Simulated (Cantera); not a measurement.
Feed: 1 mol SiH4, 0.92 mol H2O, 2.5 mol N2, held at 100 Torr.

Cantera equilibrium calculation (NASA polynomials, part measured and part estimated; ideal gas, pure solids and liquids). Candidate condensed phases: H2O, Si, SiO2, Si2N2O, Si3N4; 35 gas species. N2 is the only nitrogen source here; it is nearly inert below about 1500 K, so the nitride shown seldom forms there in practice. Mutual solubility and eutectic melting of coexisting phases are not modelled. Equilibrium is a limit: real reactors are often held back by kinetics, nucleation or transport. All values below are at 1048 K.

Base state: H2 0.577, N2 0.423, H2O 4.17e-5, NH3 1.63e-5 (mole fractions); condensed: SiO2(β-quartz) + Si2N2O(s).

Task: What changes in the equilibrium state with this change: 0.17 mol CO2 added?

Result: 
```tsv
species	before	after
H2	0.577	0.560
N2	0.423	0.435
CO	0	0.00293
CH4	0	0.00244
NH3	1.63e-5	1.58e-5
H2O	4.17e-5	4.08e-5
SiO2(β-quartz), mol	0.280	0.496
Si2N2O(s), mol	0.360	0.252
C(graphite), mol	0	0.142
```
Further candidate phases: C, C6H6, C7H8, C8H18, SiC.
